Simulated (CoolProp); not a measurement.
R1224YDZ along the isobar 0.39 MPa: density (kg/m³) from the reference equation and from simpler models built on Tc = 428.7 K, pc = 3.334 MPa, ω = 0.325; each cubic takes its own stable root.

Model: reference Helmholtz-energy equation of state, Akasaka 2023, in CoolProp.

```
T (K)   phase  reference  Redlich-Kwong  Soave-Redlich-Kwong
-----  ------  ---------  -------------  -------------------
253.3  liquid        ___           1271                 1321
263.9  liquid       1451           1246                 1299
274.6  liquid       1424           1219                 1275
285.2  liquid       1396           1192                 1250
295.8  liquid       1367           1163                 1223
306.5  liquid       1337           1131                 1194
317.1  liquid       1306          24.43                  ___
327.7  liquid        ___          23.39                 1128
338.3     gas      22.97          22.45                22.70
349       gas      21.95          21.59                21.78
359.6     gas      21.07          20.81                20.95
370.2     gas      20.27          20.09                20.20
380.9     gas      19.54          19.42                19.50
391.5     gas      18.89          18.80                  ___
```

### Question
Some entries are withheld; supply them.

### Answer

- 253.3, reference: 1477
- 317.1, Soave-Redlich-Kwong: 1162
- 327.7, reference: 1274
- 391.5, Soave-Redlich-Kwong: 18.85

At some of these states Redlich-Kwong gives the other phase, because its saturation line lies elsewhere.
